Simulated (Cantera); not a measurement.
**Halide evaporation, hydrolysis and transport: MgF2 + N2**

Feed: 1 mol MgF2, 190 mol N2, equilibrated at 0.100 bar.

Equilibrium computed with Cantera from the NASA thermochemical tables; the gas is ideal and each condensed phase is pure. Candidate condensed phases: Mg, MgF2; 13 gas species. The numbers say what is thermodynamically allowed, not how fast it happens.

From 477 °C to 1177 °C the condensed part is MgF2(s). At 1277 °C the condensed part is MgF2(l). From 1377 °C to 1777 °C nothing is condensed.

```
T (°C)  log p N2  log p MgF2  log p F  log p MgF  log p Mg2F4  log p Mg  log p N  n MgF2(s)  n MgF2(l)
------  --------  ----------  -------  ---------  -----------  --------  -------  ---------  ---------
477        -1.00        <-13     <-13       <-13         <-13      <-13     <-13       1.00          0
577        -1.00        <-13   -12.26       <-13         <-13      <-13     <-13       1.00          0
677        -1.00      -11.89     <-13       <-13         <-13      <-13     <-13       1.00          0
777        -1.00       -9.88     <-13       <-13         <-13      <-13     <-13       1.00          0
877        -1.00       -8.24     <-13       <-13         <-13      <-13     <-13      1.000          0
977        -1.00       -6.86   -12.03     -12.03       -11.33      <-13     <-13      1.000          0
1077       -1.00       -5.70   -10.56     -10.57        -9.77      <-13     <-13      0.996          0
1177       -1.00       -4.70    -9.30      -9.30        -8.44    -11.87     <-13      0.962          0
1277       -1.00       -3.86    -8.22      -8.22        -7.33    -10.78     <-13          0      0.737
1377       -1.00       -3.28    -7.34      -7.34        -6.67     -9.82   -12.20          0          0
1477       -1.00       -3.28    -6.82      -6.83        -7.11     -8.97   -11.34          0          0
1577       -1.00       -3.28    -6.36      -6.37        -7.49     -8.21   -10.56          0          0
1677       -1.00       -3.28    -5.94      -5.96        -7.84     -7.54    -9.87          0          0
1777       -1.00       -3.28    -5.56      -5.59        -8.15     -6.94    -9.24          0          0
```
log p: log10 of the partial pressure in bar; n: condensed amount in mol.
